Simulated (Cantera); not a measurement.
## Oxide etching and cleaning by halides: B2O3 + BCl3 + O2

Feed: 1 mol B2O3, 9 mol BCl3, a varied amount of O2, held at 1150 K and 0.133 bar.

Cantera equilibrium calculation (NASA polynomials, part measured and part estimated; ideal gas, pure solids and liquids). Candidate condensed phases: B, B2O3; 18 gas species. The tables' values for BOCl are old estimates; treat these amounts as uncertain. Rates play no part.

From 1.2 mol O2 to 10 mol O2 the condensed part is B2O3(l). The main B-bearing gas is BCl3 throughout.

```csv
n(O2) (mol),x Cl2,x BCl3,x O2,x B3O3Cl3,x Cl,x ClO,x BOCl,n B2O3(l)
1.2,0.243,0.597,2.42e-10,0.157,0.00370,9.15e-10,4.13e-5,0.262
2,0.384,0.484,8.02e-10,0.127,0.00465,2.09e-9,3.85e-5,1.02
2.8,0.511,0.383,1.95e-9,0.100,0.00537,3.76e-9,3.56e-5,1.77
3.6,0.627,0.291,4.22e-9,0.0763,0.00595,6.14e-9,3.25e-5,2.53
4.5,0.744,0.197,9.98e-9,0.0518,0.00648,1.03e-8,2.86e-5,3.38
5.3,0.839,0.122,2.42e-8,0.0319,0.00688,1.70e-8,2.43e-5,4.13
6.1,0.927,0.0523,9.08e-8,0.0137,0.00723,3.46e-8,1.84e-5,4.89
6.9,0.982,8.82e-6,0.0110,2.31e-6,0.00744,1.24e-5,1.01e-6,5.50
7.8,0.921,1.95e-6,0.0719,5.13e-7,0.00721,3.07e-5,6.13e-7,5.50
8.6,0.873,1.23e-6,0.120,3.22e-7,0.00702,3.86e-5,5.25e-7,5.50
9.4,0.830,9.02e-7,0.164,2.37e-7,0.00684,4.39e-5,4.74e-7,5.50
10,0.800,7.53e-7,0.193,1.98e-7,0.00672,4.69e-5,4.46e-7,5.50
```
x: gas mole fraction; n: condensed amount in mol.
